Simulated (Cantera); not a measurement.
# BN + Cl2 + N2 (nitride etching)

Charge: 1 mol BN, 29 mol Cl2, 32 mol N2, equilibrated at 13.3 mbar.

Cantera equilibrium calculation (NASA polynomials, part measured and part estimated; ideal gas, pure solids and liquids). Candidate condensed phases: B, BN; 10 gas species. The numbers say what is thermodynamically allowed, not how fast it happens.

| T (°C) | x N2 | x Cl | x Cl2 | x BCl3 | x BCl2 | x BCl |
|---|---|---|---|---|---|---|
| 752 | 0.532 | 0.00324 | 0.448 | 0.0164 | <1e-12 | <1e-12 |
| 827 | 0.530 | 0.00875 | 0.444 | 0.0163 | 7.12e-12 | <1e-12 |
| 902 | 0.527 | 0.0207 | 0.436 | 0.0162 | 6.73e-11 | <1e-12 |
| 977 | 0.521 | 0.0438 | 0.419 | 0.0160 | 4.87e-10 | <1e-12 |
| 1052 | 0.511 | 0.0835 | 0.390 | 0.0157 | 2.83e-9 | <1e-12 |
| 1127 | 0.494 | 0.145 | 0.346 | 0.0152 | 1.38e-8 | <1e-12 |
| 1202 | 0.472 | 0.228 | 0.286 | 0.0145 | 5.87e-8 | 7.27e-12 |
| 1277 | 0.446 | 0.325 | 0.215 | 0.0137 | 2.26e-7 | 7.66e-11 |
| 1352 | 0.421 | 0.420 | 0.146 | 0.0129 | 8.10e-7 | 7.33e-10 |
| 1427 | 0.400 | 0.498 | 0.0896 | 0.0123 | 2.78e-6 | 6.58e-9 |
x: gas mole fraction; nothing condenses.

From 752 °C to 1427 °C nothing is condensed. The main B-bearing gas is BCl3 throughout.
